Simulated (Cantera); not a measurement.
A perfectly stirred reactor is fed with CH4 : CO : O2 : N2 : CO2 = 1 : 0.75 : 3.83 : 14.4 : 1.9 (molar parts), at 500000 Pa; it is adiabatic with a 398 K inlet, and is followed from long to short residence time, starting on the burning branch (τ in s: 0.21, 0.058, 0.017, 0.0047, 0.0013, 0.00037, 0.0001, 3e-05, 8.4e-06).

Cantera simulation using GRI-Mech 3.0 (53 species, 325 reactions); the numbers are that mechanism's predictions, not measurements.

### Question
Predict: blow-out, bracketed by the residence times tried; x(CH4) at τ = 0.210 s; x(CO) at τ = 0.210 s; x(O2) at τ = 0.210 s; x(H) at τ = 0.210 s; x(HO2) at τ = 0.210 s; x(CH4) at τ = 1.30 ms; x(CO) at τ = 1.30 ms; x(O2) at τ = 1.30 ms; x(H) at τ = 1.30 ms; x(HO2) at τ = 1.30 ms.

### Answer
```json
{
 "blow_out_bracketed_by_the_residence_times_tried": "burning at 1.30 ms, out at 0.370 ms",
 "x(CH4) at τ = 0.210 s": "5.17e-6",
 "x(CO) at τ = 0.210 s": "0.000162",
 "x(O2) at τ = 0.210 s": "0.0677",
 "x(H) at τ = 0.210 s": "5.50e-7",
 "x(HO2) at τ = 0.210 s": "1.00e-6",
 "x(CH4) at τ = 1.30 ms": "0.000199",
 "x(CO) at τ = 1.30 ms": "0.00606",
 "x(O2) at τ = 1.30 ms": "0.0708",
 "x(H) at τ = 1.30 ms": "5.12e-5",
 "x(HO2) at τ = 1.30 ms": "2.88e-5"
}
```
